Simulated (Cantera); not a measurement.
An adiabatic, constant-pressure homogeneous reactor starts with CH₄ : O₂ : N₂ : H₂O = 1 : 5 : 18.8 : 7.1 (molar parts), equivalence ratio 0.40, at 1723 K and 10.0 bar. Integrator tolerance rtol = 1e-08.

Cantera simulation using GRI-Mech 3.0 (53 species, 325 reactions); the numbers are that mechanism's predictions, not measurements.

Problem. What does this change do: pressure from 10.0 bar to 5.00 bar?

Solution. 
```tsv
quantity	before	after
time of steepest temperature rise	28.0 µs	48.1 µs
temperature at 5.00 s	2286 K	2280 K
equilibrium temperature	2286 K	2280 K
x(CH₄) at 5.00 s	<1e-12 (gas-phase equilibrium <1e-12)	<1e-12 (gas-phase equilibrium <1e-12)
x(O₂) at 5.00 s	0.0885 (gas-phase equilibrium 0.0885)	0.0884 (gas-phase equilibrium 0.0884)
x(H₂O) at 5.00 s	0.281 (gas-phase equilibrium 0.281)	0.281 (gas-phase equilibrium 0.281)
x(N₂O) at 5.00 s	1.29e-6 (gas-phase equilibrium 1.29e-6)	9.00e-7 (gas-phase equilibrium 9.00e-7)
x(H₂) at 5.00 s	0.000576 (gas-phase equilibrium 0.000576)	0.000784 (gas-phase equilibrium 0.000784)
x(NO₂) at 5.00 s	1.99e-5 (gas-phase equilibrium 1.99e-5)	1.40e-5 (gas-phase equilibrium 1.40e-5)
x(C₂H₄) at 5.00 s	<1e-12 (gas-phase equilibrium <1e-12)	<1e-12 (gas-phase equilibrium <1e-12)
```

Problem. What does this change do: constant volume in place of constant pressure?

Solution. 
```json
[
 {"quantity": "time of steepest temperature rise", "before": "28.0 µs", "after": "26.7 µs"},
 {"quantity": "temperature at 5.00 s", "before": "2286 K", "after": "2402 K"},
 {"quantity": "equilibrium temperature", "before": "2286 K", "after": "2402 K"},
 {"quantity": "x(CH₄) at 5.00 s", "before": "<1e-12 (gas-phase equilibrium <1e-12)", "after": "<1e-12 (gas-phase equilibrium <1e-12)"},
 {"quantity": "x(O₂) at 5.00 s", "before": "0.0885 (gas-phase equilibrium 0.0885)", "after": "0.0870 (gas-phase equilibrium 0.0870)"},
 {"quantity": "x(H₂O) at 5.00 s", "before": "0.281 (gas-phase equilibrium 0.281)", "after": "0.280 (gas-phase equilibrium 0.280)"},
 {"quantity": "x(N₂O) at 5.00 s", "before": "1.29e-6 (gas-phase equilibrium 1.29e-6)", "after": "1.90e-6 (gas-phase equilibrium 1.90e-6)"},
 {"quantity": "x(H₂) at 5.00 s", "before": "0.000576 (gas-phase equilibrium 0.000576)", "after": "0.000928 (gas-phase equilibrium 0.000928)"},
 {"quantity": "x(NO₂) at 5.00 s", "before": "1.99e-5 (gas-phase equilibrium 1.99e-5)", "after": "2.54e-5 (gas-phase equilibrium 2.54e-5)"},
 {"quantity": "x(C₂H₄) at 5.00 s", "before": "<1e-12 (gas-phase equilibrium <1e-12)", "after": "<1e-12 (gas-phase equilibrium <1e-12)"}
]
```

Problem. What does this change do: CH4 1 to 1.6 parts?

Solution. 
```csv
quantity,before,after
time of steepest temperature rise,28.0 µs,31.8 µs
temperature at 5.00 s,2286 K,2540 K
equilibrium temperature,2286 K,2540 K
x(CH₄) at 5.00 s,<1e-12 (gas-phase equilibrium <1e-12),<1e-12 (gas-phase equilibrium <1e-12)
x(O₂) at 5.00 s,0.0885 (gas-phase equilibrium 0.0885),0.0496 (gas-phase equilibrium 0.0496)
x(H₂O) at 5.00 s,0.281 (gas-phase equilibrium 0.281),0.306 (gas-phase equilibrium 0.306)
x(N₂O) at 5.00 s,1.29e-6 (gas-phase equilibrium 1.29e-6),1.53e-6 (gas-phase equilibrium 1.53e-6)
x(H₂) at 5.00 s,0.000576 (gas-phase equilibrium 0.000576),0.00315 (gas-phase equilibrium 0.00315)
x(NO₂) at 5.00 s,1.99e-5 (gas-phase equilibrium 1.99e-5),1.34e-5 (gas-phase equilibrium 1.34e-5)
x(C₂H₄) at 5.00 s,<1e-12 (gas-phase equilibrium <1e-12),<1e-12 (gas-phase equilibrium <1e-12)
```
